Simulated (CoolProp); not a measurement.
Methanol along the isotherm 575.2 K: fugacity coefficient from the reference equation and from simpler models built on Tc = 513.4 K, pc = 82.16 bar, ω = 0.565; each cubic takes its own stable root.

The numbers come from the reference Helmholtz-energy equation of state, de Reuck 1993 in CoolProp.

```csv
p (bar),phase,reference,van der Waals,Redlich-Kwong,Soave-Redlich-Kwong,Peng-Robinson
0.65,gas,0.9984,0.9982,0.9981,0.9983,0.9980
1.1,gas,0.9973,0.9970,0.9967,0.9972,0.9967
1.85,gas,0.9955,0.9949,0.9945,0.9952,0.9944
3.12,gas,0.9923,0.9915,0.9907,0.9919,0.9907
5.27,gas,0.9871,0.9856,0.9844,0.9864,0.9843
8.89,gas,0.9781,0.9758,0.9737,0.9771,0.9736
15,gas,0.9629,0.9592,0.9559,0.9616,0.9557
25.3,gas,0.9372,0.9314,0.9262,0.9358,0.9262
42.7,gas,0.8935,0.8847,0.8769,0.8931,0.8780
72.1,gas,0.8209,0.8060,0.7962,0.8238,0.8012
122,supercritical,0.7035,0.6687,0.6657,0.7151,0.6845
205,supercritical,0.5373,0.5105,0.5078,0.5776,0.5427
```
